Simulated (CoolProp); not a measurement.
Ethylene at 298.15 K and 8.16 MPa is compressed adiabatically to 17.7 MPa with isentropic efficiency 0.6. Each further row changes one setting.

Model: reference Helmholtz-energy equation of state, Smukala 2000, in CoolProp.

| case | work (kJ/kg) | final temperature (K) | final density (kg/m³) |
|---|---|---|---|
| as stated | 49.9 | 328.8 | 328 |
| efficiency 1 | 29.9 | 322.6 | 341 |
| efficiency 0.65 | 46.0 | 327.6 | 330 |
